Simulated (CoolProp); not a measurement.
A single-stage vapour-compression cycle with n-perfluorohexane: evaporating at 290.15 K (dew point), condensing at 331.15 K (bubble point), superheat 2 K, subcooling 8 K, compressor efficiency 0.65, no pressure losses. Each further row changes one setting.

Computed with CoolProp (reference Helmholtz-energy equation of state, Gao 2022).

```csv
case,cooling COP,pressure ratio,discharge temperature (K),refrigerating effect (kJ/kg),volumetric capacity (kJ/m³)
as stated,3.72,5.10,331.2,61.7,179
evaporating temperature 295.15 K,4.52,4.05,331.2,65.7,237
condensing temperature 326.15 K,4.46,4.30,326.1,67.2,195
subcooling 13 K,4.04,5.10,331.2,67.2,195
superheat 12 K,3.87,5.10,331.2,69.9,196
compressor efficiency 0.55,3.15,5.10,331.2,61.7,179
```

The compression ends wet for: as stated; evaporating temperature 295.15 K; condensing temperature 326.15 K; subcooling 13 K; superheat 12 K; compressor efficiency 0.55.
